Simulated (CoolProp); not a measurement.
Vapour pressure (MPa) of acetone: the reference equation beside estimates from Tc = 235.0 °C, pc = 4.692 MPa, ω = 0.307. Clausius-Clapeyron is anchored at 138.15 °C with a constant enthalpy of vaporisation of 22.82 kJ/mol.

Model: reference Helmholtz-energy equation of state, Lemmon 2006, in CoolProp. It is a short technical equation, of lower accuracy than the large ones.

```
T (°C)  reference  Lee-Kesler  Clausius-Clapeyron  van der Waals  Redlich-Kwong  Soave-Redlich-Kwong  Peng-Robinson
------  ---------  ----------  ------------------  -------------  -------------  -------------------  -------------
121.75     0.6295      0.6367              0.6814          1.572         0.9362               0.6383         0.6309
127.25     0.7118      0.7205              0.7497          1.677          1.036               0.7230         0.7141
132.65     0.8004      0.8105              0.8213          1.785          1.140               0.8142         0.8038
138.15     0.8990      0.9105              0.8990          1.899          1.254               0.9157         0.9036
143.65      1.006       1.019              0.9817          2.018          1.376                1.026          1.013
149.15      1.123       1.138               1.070          2.141          1.505                1.147          1.131
154.65      1.250       1.266               1.163          2.269          1.642                1.277          1.260
160.15      1.388       1.404               1.261          2.402          1.788                1.419          1.400
165.55      1.533       1.551               1.364          2.537          1.939                1.568          1.548
171.05      1.694       1.712               1.474          2.679          2.101                1.732          1.710
176.55      1.866       1.885               1.589          2.825          2.272                1.909          1.885
182.05      2.052       2.070               1.711          2.977          2.453                2.098          2.074
187.55      2.251       2.270               1.839          3.134          2.643                2.301          2.276
```

Absolute difference from the reference over all 13 rows, mean and median: Lee-Kesler 1.1 and 1.2 %, Clausius-Clapeyron 8.7 and 8.2 %, van der Waals 86.5 and 81.5 %, Redlich-Kwong 32.0 and 31.4 %, Soave-Redlich-Kwong 2.0 and 2.2 %, Peng-Robinson 0.7 and 0.8 %.
